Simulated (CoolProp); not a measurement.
Vapour-liquid equilibrium of ethane (1) + propylene (2) at 571 kPa; x and y are mole fractions of (1).

Values from CoolProp's multi-fluid Helmholtz-energy mixture model, Bücker 2006 and Lemmon 2013; pair parameters Bell 2016.

Problem. Give the bubble temperature and the first vapour's composition at x = 0.45, 0.65, 0.75. Is there an azeotrope?

Solution. x = 0.45: 242.3 K, y = 0.774; x = 0.65: 234.4 K, y = 0.890; x = 0.75: 231.1 K, y = 0.929. No azeotrope shows between x = 0.05 and 0.95.

Pair parameters are fitted to limited data, so mixtures are less certain than the pure fluids.
